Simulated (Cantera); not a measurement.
Input: 1 mol Cr, 4.6 mol N2O, 70 mol N2, equilibrated at 3.00 mbar.

Method: chemical equilibrium by Gibbs-energy minimisation in Cantera with the NASA 1993 tables (ideal gas, pure condensed phases). Candidate condensed phases: Cr, CrN, Cr2N, Cr2O3; 14 gas species. Equilibrium is a limit: real reactors are often held back by kinetics, nucleation or transport. All values below are at 975 K.

Base state: N2 0.980, O2 0.0204 (mole fractions); condensed: Cr2O3(s).

What changes in the equilibrium state with this change: N2O from 4.6 to 0.17 mol?


```json
[
 {"species": "N2", "before": "0.980", "after": "1.00"},
 {"species": "O2", "before": "0.0204", "after": "<1e-9"},
 {"species": "Cr2O3(s), mol", "before": "0.500", "after": "0.0567"},
 {"species": "CrN(s), mol", "before": "0", "after": "0.887"}
]
```

What changes in the equilibrium state with this change: Cr replaced by V?


```csv
species,before,after
N2,0.980,0.983
O2,0.0204,0.0171
"Cr2O3(s), mol",0.500,0
"V2O4(s), mol",0,0.500
```
Condensed phases not in the tables: the oxides between V2O3 and V2O5 other than VO2. Further candidate phases: V, VN, VO, V2O3, V2O4, V2O5.
